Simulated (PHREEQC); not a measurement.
A made-up water analysis in mg/kgw, 25 °C, pH 6.48, pe 10.8: Na 258; K 74.1; Ca 222; Mg 91.9; Cl 137; S(6) as SO4 920; Alkalinity as HCO3 487; Br 5.28; Zn 1.16; B 0.501; Cd 5.72.

Valence states are taken as typed.

Computed with PHREEQC (ion-association model, phreeqc.dat).

No solid was allowed to form.

**Question.** Estimate the ionic strength.

**Answer.** ionic strength 0.0400 mol/kgw.

**Question.** In which forms is K present?

**Answer.** K+ 98 %, KSO4- 2.3 % of the K.

The solution is supersaturated, for example in Otavite, so a real one may precipitate; this is no full list. Complexes and solids missing from the database can't appear. The database's zinc carbonate complexes are estimates, stronger than later reviews accept.
